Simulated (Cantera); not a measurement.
Input (Python, Cantera):

```python
import numpy as np
import cantera as ct

gas = ct.Solution("gri30.yaml")
gas.TPX = 1500, 1333, {'C2H6': 1, 'N2': 12}
reactor = ct.IdealGasConstPressureReactor(gas, energy="off", clone=False)
net = ct.ReactorNet([reactor])
net.rtol, net.atol = 1e-08, 1e-18
show = ['C2H6', 'C2H4', 'CH4', 'H2', 'C2H2']
times = np.geomspace(0.0004, 60, 14)

steps = ct.SolutionArray(gas, extra=["t"])
rows = []
print(f"{'t/s':>10s}{'T/K':>9s}{'P/Pa':>11s}" + "".join(f"{s:>11s}" for s in show))
for t in times:
    while net.time < t:
        t_next = net.step()
        steps.append(gas.state, t=t_next)
    rows.append([np.interp(t, steps.t, y) for y in (steps.T, steps.P, *steps(*show).X.T)])
    print(f"{t:10.3e}{rows[-1][0]:9.1f}{rows[-1][1]:11.4g}" + "".join(f"{x:11.3e}" for x in rows[-1][2:]))
rate = np.gradient(steps.T, steps.t)
print("integrator steps:", len(steps.t))
if steps.T.max() > steps.T[0] + 200:
    print(f"time of steepest temperature rise: {steps.t[rate.argmax()]:.4e} s")
gas.TPX = 1500, 1333, {'C2H6': 1, 'N2': 12}
gas.equilibrate("TP")
print(f"equilibrium (TP): T = {gas.T:.1f} K  " + "  ".join(f"{s} {gas[s].X[0]:.3e}" for s in show))
```

Result:

```
       t/s      T/K       P/Pa       C2H6       C2H4        CH4         H2       C2H2
 4.000e-04   1500.0       1333  7.419e-02  5.839e-04  3.202e-04  5.594e-04  5.190e-07
 1.001e-03   1500.0       1333  6.569e-02  5.522e-03  1.780e-03  5.142e-03  5.733e-05
 2.503e-03   1500.0       1333  4.012e-02  2.290e-02  8.475e-03  2.239e-02  1.577e-03
 6.260e-03   1500.0       1333  8.602e-03  3.683e-02  2.202e-02  5.095e-02  1.242e-02
 1.566e-02   1500.0       1333  4.984e-04  2.514e-02  2.596e-02  7.378e-02  3.080e-02
 3.916e-02   1500.0       1333  4.919e-05  1.433e-02  2.543e-02  8.558e-02  4.199e-02
 9.795e-02   1500.0       1333  1.192e-05  7.307e-03  2.494e-02  9.266e-02  4.892e-02
 2.450e-01   1500.0       1333  4.843e-06  2.688e-03  2.451e-02  9.735e-02  5.347e-02
 6.128e-01   1500.0       1333  3.527e-06  4.614e-04  2.395e-02  1.001e-01  5.580e-02
 1.533e+00   1500.0       1333  3.348e-06  1.344e-04  2.274e-02  1.020e-01  5.663e-02
 3.834e+00   1500.0       1333  2.719e-06  1.112e-04  2.008e-02  1.057e-01  5.781e-02
 9.590e+00   1500.0       1333  1.705e-06  7.831e-05  1.519e-02  1.124e-01  5.997e-02
 2.399e+01   1500.0       1333  6.742e-07  4.822e-05  8.700e-03  1.213e-01  6.282e-02
 6.000e+01   1500.0       1333  1.406e-07  3.524e-05  3.496e-03  1.285e-01  6.510e-02
integrator steps: 1341
equilibrium (TP): T = 1500.0 K  C2H6 2.262e-10  C2H4 1.476e-05  CH4 9.421e-05  H2 1.332e-01  C2H2 2.951e-02
```

Cantera simulation using GRI-Mech 3.0 (53 species, 325 reactions); the numbers are that mechanism's predictions, not measurements. GRI-Mech 3.0 stops at C3 and has no aromatics, soot or wall deposition, so with more carbon than oxygen in the feed, carbon stays in small species such as C2H2 where larger ones or solid carbon would form. Radical loss at walls, strong at low pressure, is not modelled.
